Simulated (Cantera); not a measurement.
A perfectly stirred reactor is fed with CH4 : C2H6 : C3H8 : O2 : N2 : H2O = 1 : 0.92 : 1.3 : 9.77 : 36.7 : 1 (molar parts), equivalence ratio 1.2, at 1.00 bar; it is adiabatic with a 675 K inlet, and is followed from long to short residence time, starting on the burning branch (τ in s: 0.17, 0.048, 0.014, 0.004, 0.0012, 0.00033, 9.6e-05, 2.8e-05, 8.1e-06).

Detailed kinetics in Cantera: GRI-Mech 3.0 (53 species, 325 reactions). GRI-Mech 3.0 was tuned for natural gas; its chemistry of propane as a main component is partial and can be far from experiment.

Question: Predict: blow-out, bracketed by the residence times tried; x(CH4) at τ = 0.170 s; x(C2H6) at τ = 0.170 s; x(C3H8) at τ = 0.170 s; x(C2H4) at τ = 0.170 s; x(O) at τ = 0.170 s; x(CH4) at τ = 1.20 ms; x(C2H6) at τ = 1.20 ms; x(C3H8) at τ = 1.20 ms; x(C2H4) at τ = 1.20 ms; x(O) at τ = 1.20 ms.

Answer: blow-out, bracketed by the residence times tried: burning at 96.0 µs, out at 28.0 µs
x(CH4) at τ = 0.170 s: 8.14e-7
x(C2H6) at τ = 0.170 s: 2.26e-8
x(C3H8) at τ = 0.170 s: 3.59e-8
x(C2H4) at τ = 0.170 s: 1.79e-7
x(O) at τ = 0.170 s: 0.000272
x(CH4) at τ = 1.20 ms: 1.99e-5
x(C2H6) at τ = 1.20 ms: 2.44e-6
x(C3H8) at τ = 1.20 ms: 2.75e-6
x(C2H4) at τ = 1.20 ms: 8.15e-6
x(O) at τ = 1.20 ms: 0.00180
